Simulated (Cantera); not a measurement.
## Thermodynamics of metals in furnace atmospheres, feed Pb + CO2 + CO

A closed system holds: 1 mol Pb, 1.4 mol CO2, 6.6 mol CO, held at 1 atm.

Equilibrium computed with Cantera from the NASA thermochemical tables; the gas is ideal and each condensed phase is pure. Candidate condensed phases: C, Pb, PbO, PbO2, Pb3O4; 15 gas species. Gases not in the tables: (PbO)n polymers. Kinetics and transport are ignored.

```
T (°C)  x CO2    x CO      x Pb     x PbO     x Pb2       x O      x O2  n C(graphite)  n Pb(l)
------  -----  ------  --------  --------  --------  --------  --------  -------------  -------
427     0.984  0.0155   1.10e-9    <1e-12    <1e-12    <1e-12    <1e-12           3.26     1.00
527     0.905  0.0951   6.06e-8    <1e-12    <1e-12    <1e-12    <1e-12           3.07     1.00
627     0.659   0.341   1.35e-6    <1e-12    <1e-12    <1e-12    <1e-12           2.33    1.000
727     0.290   0.710   1.60e-5  1.26e-11  5.03e-11    <1e-12    <1e-12          0.712    1.000
827     0.175   0.825  0.000120  2.71e-10   1.46e-9    <1e-12    <1e-12              0    0.999
927     0.175   0.824  0.000635   5.97e-9   2.37e-8    <1e-12    <1e-12              0    0.995
1027    0.175   0.823   0.00259   8.07e-8   2.47e-7    <1e-12    <1e-12              0    0.979
1127    0.173   0.818   0.00860   7.46e-7   1.82e-6    <1e-12    <1e-12              0    0.931
1227    0.171   0.805    0.0242   5.09e-6   1.02e-5  4.16e-12  1.06e-12              0    0.801
1327    0.164   0.776    0.0598   2.71e-5   4.54e-5  6.05e-11  1.76e-11              0    0.490
1427    0.155   0.734     0.111   9.85e-5  0.000118  6.42e-10  2.09e-10              0        0
1527    0.155   0.734     0.111  0.000179   9.25e-5   5.23e-9   1.87e-9              0        0
1627    0.155   0.734     0.111  0.000303   7.39e-5   3.42e-8   1.33e-8              0        0
```
x: gas mole fraction; n: condensed amount in mol.

From 427 °C to 727 °C the condensed part is C(graphite) + Pb(l). From 827 °C to 1327 °C the condensed part is Pb(l). From 1427 °C to 1627 °C nothing is condensed.
